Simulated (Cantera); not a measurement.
Input: 1 mol CHF₃, 0.63 mol HCl, 0.32 mol H₂, at 0.00150 bar.

Cantera equilibrium calculation (NASA polynomials, part measured and part estimated; ideal gas, pure solids and liquids). Candidate condensed phases: C, C₆H₆, C₇H₈, C₈H₁₈; 118 gas species. Equilibrium is a limit: real reactors are often held back by kinetics, nucleation or transport.

### Question
What share of the C ends up in condensed phases as a function of T (K), at 2425, 2500, 2575, 2650, 2725, 2800, 2875?

### Answer
```tsv
T (K)	C condensed (%)	as
2425	94.7	C(graphite)
2500	95.2	C(graphite)
2575	94.4	C(graphite)
2650	91.5	C(graphite)
2725	83.9	C(graphite)
2800	64.5	C(graphite)
2875	15.2	C(graphite)
```
